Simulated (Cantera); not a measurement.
An adiabatic, constant-pressure homogeneous reactor starts with H2 : O2 : N2 = 1 : 0.91 : 6.72 (molar parts), at 1300 K and 101000 Pa.

Model: GRI-Mech 3.0 (53 species, 325 reactions), integrated in Cantera.

x: mole fraction; the columns are a selection and need not sum to one.

```tsv
t (s)	T (K)	x H2	x O2	x OH	x H2O	x NO	x H
9.00e-6	1300	0.116	0.105	3.01e-8	2.29e-7	<1e-12	2.09e-7
2.45e-5	1300	0.116	0.105	6.55e-6	5.93e-5	<1e-12	4.46e-5
6.65e-5	[?]	[?]	0.0512	0.00886	[?]	[?]	[?]
0.000181	1968	0.00556	0.0487	0.00887	0.109	3.70e-5	0.00476
0.000492	2077	0.00158	0.0491	0.00534	0.118	5.01e-5	0.000620
0.00134	2107	0.000448	0.0496	0.00296	0.121	6.06e-5	9.11e-5
0.00364	2110	0.000346	0.0497	0.00262	0.121	[?]	6.19e-5
0.00989	2110	0.000346	0.0497	0.00262	0.121	0.000111	6.18e-5
0.0269	2110	0.000345	0.0496	0.00262	0.121	0.000209	6.17e-5
0.0732	2109	0.000344	0.0495	0.00261	0.121	0.000467	6.14e-5
0.199	2108	0.000342	0.0492	0.00259	0.121	0.00112	6.06e-5
0.541	2105	0.000338	0.0485	0.00254	0.121	0.00250	5.91e-5
1.47	2101	0.000332	0.0477	0.00249	0.121	0.00423	5.73e-5
4.00	2100	0.000330	0.0474	0.00247	0.121	0.00483	5.66e-5
```

Problem. Complete the blanks.

Solution. 
- 6.65e-5, T (K): 1665
- 6.65e-5, x H2: 0.0121
- 6.65e-5, x H2O: 0.0900
- 6.65e-5, x NO: 1.40e-5
- 6.65e-5, x H: 0.0244
- 0.00364, x NO: 7.47e-5
